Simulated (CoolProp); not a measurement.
A Linde-Hampson liquefier for nitrogen: isothermal reversible compression at 230 K from 1 atm to 20 MPa, throttling to 1 atm, return gas leaving the recuperator 10 K below the feed. Each further row changes one setting.

Values from CoolProp's reference Helmholtz-energy equation of state, Span 2000.

```csv
case,liquid yield per pass,compression work (kJ/kg of gas)
as stated,0.136,351
high pressure 40 MPa,0.166,?
warm-end temperature 260 K,?,?
warm-end gap 15 K,?,351
```

Complete the blanks.


- high pressure 40 MPa, compression work (kJ/kg of gas): 403
- warm-end temperature 260 K, liquid yield per pass: 0.090
- warm-end temperature 260 K, compression work (kJ/kg of gas): 404
- warm-end gap 15 K, liquid yield per pass: 0.123
